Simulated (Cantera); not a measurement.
Charge: 1 mol Si, 1.5 mol F₂, 0.18 mol H₂, at 750 Torr.

Cantera equilibrium calculation (NASA polynomials, part measured and part estimated; ideal gas, pure solids and liquids). Candidate condensed phases: Si; 25 gas species. Rates play no part. All values below are at 400 °C.

Base state: SiF₄ 0.793, H₂ 0.182, SiHF₃ 0.0238, SiH₂F₂ 0.000474 (mole fractions); condensed: Si(s).

What changes in the equilibrium state with this change: F₂ from 1.5 to 3.6 mol?


```csv
species,before,after
F₂,<1e-9,0.510
SiF₄,0.793,0.360
HF,4.29e-9,0.129
H₂,0.182,<1e-9
SiHF₃,0.0238,<1e-9
F,<1e-9,0.000587
SiH₂F₂,0.000474,<1e-9
"Si(s), mol",0.244,0
```
